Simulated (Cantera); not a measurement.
Input (Python, Cantera) and output of one run.

```python
import numpy as np
import cantera as ct

gas_names = """
    TaO2 NO NO2 N2
""".split()
cond_names = """
    Ta2O5(s) Ta2O5(L) Ta(cr) Ta(L)
""".split()


# ... load() reads the species with a 1 bar reference pressure and builds the phases ...
species = {s.name: s for s in load("nasa_gas.yaml", gas_names) + load("nasa_condensed.yaml", cond_names)}
# Each term lists the table entries of one substance; the one whose range holds T is used.
reactions = {
    '5 TaO2(g) = 2 Ta2O5 + Ta':
        [(-5, ['TaO2']), (2, ['Ta2O5(s)', 'Ta2O5(L)']), (1, ['Ta(cr)', 'Ta(L)'])],
    'Ta2O5 + NO(g) = 2 TaO2(g) + NO2(g)':
        [(-1, ['Ta2O5(s)', 'Ta2O5(L)']), (-1, ['NO']), (2, ['TaO2']), (1, ['NO2'])],
    '4 Ta + 10 NO(g) = 5 N2(g) + 2 Ta2O5':
        [(-4, ['Ta(cr)', 'Ta(L)']), (-10, ['NO']), (5, ['N2']), (2, ['Ta2O5(s)', 'Ta2O5(L)'])],
    'Ta2O5 + 5 NO(g) = 5 NO2(g) + 2 Ta':
        [(-1, ['Ta2O5(s)', 'Ta2O5(L)']), (-5, ['NO']), (5, ['NO2']), (2, ['Ta(cr)', 'Ta(L)'])],
}


def pick(names, T):
    return next(species[n] for n in names if species[n].thermo.min_temp <= T <= species[n].thermo.max_temp)


results = []
for label, terms in reactions.items():
    print(label)
    print("     T/K   dH/kJ  dS/(J/K)   dG/kJ   log10 K")
    for T in [900, 1000, 1100, 1200, 1300]:
        used = [(nu, pick(names, T)) for nu, names in terms]
        dH = sum(nu * s.thermo.h(T) for nu, s in used) / 1e6
        dS = sum(nu * s.thermo.s(T) for nu, s in used) / 1e3
        dG = dH - T * dS / 1e3
        logK = -dG * 1e6 / (ct.gas_constant * T * np.log(10))
        results.append((label, T, dH, dS, dG, logK, [s.name for _, s in used]))
        print(f"{T:8g} {dH:8.1f} {dS:8.1f} {dG:8.1f} {logK:8.2f}")
```

It prints:

```
5 TaO2(g) = 2 Ta2O5 + Ta
     T/K   dH/kJ  dS/(J/K)   dG/kJ   log10 K
     900  -3031.4   -973.4  -2155.3   125.09
    1000  -3020.2   -961.6  -2058.6   107.53
    1100  -3008.6   -950.5  -1963.0    93.21
    1200  -2996.6   -940.2  -1868.4    81.33
    1300  -2984.4   -930.4  -1774.9    71.32
Ta2O5 + NO(g) = 2 TaO2(g) + NO2(g)
     T/K   dH/kJ  dS/(J/K)   dG/kJ   log10 K
     900   1560.2    398.2   1201.8   -69.75
    1000   1555.1    392.8   1162.3   -60.71
    1100   1549.8    387.8   1123.2   -53.34
    1200   1544.4    383.1   1084.7   -47.22
    1300   1538.9    378.7   1046.6   -42.05
4 Ta + 10 NO(g) = 5 N2(g) + 2 Ta2O5
     T/K   dH/kJ  dS/(J/K)   dG/kJ   log10 K
     900  -4971.5   -973.5  -4095.3   237.68
    1000  -4963.9   -965.6  -3998.3   208.85
    1100  -4956.1   -958.2  -3902.1   185.29
    1200  -4948.1   -951.2  -3806.7   165.70
    1300  -4940.0   -944.7  -3711.9   149.14
Ta2O5 + 5 NO(g) = 5 NO2(g) + 2 Ta
     T/K   dH/kJ  dS/(J/K)   dG/kJ   log10 K
     900   1738.4     44.3   1698.5   -98.58
    1000   1735.2     41.0   1694.3   -88.50
    1100   1732.0     37.9   1690.3   -80.26
    1200   1728.9     35.2   1686.7   -73.42
    1300   1725.7     32.6   1683.3   -67.63
```

Standard-state values (1 bar) from the NASA 1993 polynomials, evaluated with Cantera. Condensed species are held in their standard states even where they would react or evaporate.
